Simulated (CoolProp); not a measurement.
n-decane at 500.5 K and 0.233 MPa is compressed adiabatically to 0.588 MPa with isentropic efficiency 0.6. Each further row changes one setting.

The numbers come from the reference Helmholtz-energy equation of state, Lemmon 2006 in CoolProp. It is a short technical equation, of lower accuracy than the large ones.

| case | work (kJ/kg) | final phase | final density (kg/m³) |
|---|---|---|---|
| as stated | ___ | ___ | ___ |
| efficiency 1 | ___ | ___ | ___ |
| efficiency 0.65 | 34.5 | two-phase, vapour fraction 0.854 | ___ |

Complete the blanks.


- as stated, work (kJ/kg): 37.4
- as stated, final phase: two-phase, vapour fraction 0.868
- as stated, final density (kg/m³): 27.7
- efficiency 1, work (kJ/kg): 22.4
- efficiency 1, final phase: two-phase, vapour fraction 0.797
- efficiency 1, final density (kg/m³): 30.0
- efficiency 0.65, final density (kg/m³): 28.1
